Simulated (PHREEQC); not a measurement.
A solution holds 0.022 mol/kgw H3BO3 and 0.19 mol/kgw NH3, at 91 °C. Closed to the air; pH follows from the charge balance.

Computed with PHREEQC (ion-association model, wateq4f.dat).

This is a speciation only: nothing precipitates in the calculation.

Question: Estimate the pH.

Answer: pH 8.82.

Question: In which forms is B present?

Answer: H2BO3- 54 %, H3BO3 46 % of the B.

Species that the database lacks are ignored. At this temperature some constants are extrapolated from 25 °C, and those without enthalpy data are left unchanged.
